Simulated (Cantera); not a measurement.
# Thermodynamics of fluorocarbon and chlorocarbon gases, feed c-C₄F₈ + H₂ + Si

Charge: 1 mol c-C₄F₈, 2.3 mol H₂, 0.68 mol Si, equilibrated at 2125 K.

Method: chemical equilibrium by Gibbs-energy minimisation in Cantera with the NASA 1993 tables (ideal gas, pure condensed phases). Candidate condensed phases: C, C₆H₆, C₇H₈, C₈H₁₈, Si, SiC; 113 gas species. The feed counts by its element totals alone. The tables' values for SiF₃, SiF₂ are old estimates; treat these amounts as uncertain. Gases not in the tables: C₂F₆ and larger saturated fluorocarbons. The numbers say what is thermodynamically allowed, not how fast it happens.

| P (Pa) | x HF | x F | x SiF₄ | x CF₄ | x CF₂ | x SiF₃ | n C(graphite) |
|---|---|---|---|---|---|---|---|
| 1 | 0.748 | 0.134 | 0.0922 | 2.25e-9 | 0.000442 | 0.0182 | 3.99 |
| 5.20 | 0.767 | 0.115 | 0.109 | 1.72e-7 | 0.00169 | 0.00481 | 3.98 |
| 27 | 0.776 | 0.102 | 0.114 | 1.44e-5 | 0.00682 | 0.00110 | 3.95 |
| 140 | 0.788 | 0.0749 | 0.116 | 0.000598 | 0.0193 | 0.000294 | 3.88 |
| 720 | 0.807 | 0.0392 | 0.119 | 0.00609 | 0.0271 | 0.000112 | 3.81 |
| 3700 | 0.826 | 0.0147 | 0.122 | 0.0165 | 0.0197 | 5.93e-5 | 3.79 |
| 19000 | 0.836 | 0.00475 | 0.124 | 0.0240 | 0.0105 | 3.63e-5 | 3.81 |
| 100000 | 0.841 | 0.00142 | 0.124 | 0.0279 | 0.00493 | 2.32e-5 | 3.82 |
x: gas mole fraction; n: condensed amount in mol.

From 0.00750 Torr to 750 Torr the condensed part is C(graphite). The main Si-bearing gas is SiF₄ throughout.
